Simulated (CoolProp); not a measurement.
Values from CoolProp's reference Helmholtz-energy equation of state, Lemmon 2006. It is a short technical equation, of lower accuracy than the large ones.

### Question
Give the vapour pressure (MPa), enthalpy of vaporisation (kJ/kg), vapour Z, surface tension (mN/m) of saturated acetone at 53.35, 104.45, 110.85 °C.

### Answer
| T (°C) | p (MPa) | enthalpy of vaporisation (kJ/kg) | vapour Z | surface tension (mN/m) |
|---|---|---|---|---|
| 53.35 | 0.0922 | 504 | 0.951 | 19.2 |
| 104.45 | 0.417 | 443 | 0.878 | 13.1 |
| 110.85 | 0.488 | 434 | 0.865 | 12.3 |

Surface tension comes from a separate correlation (Mulero 2012).
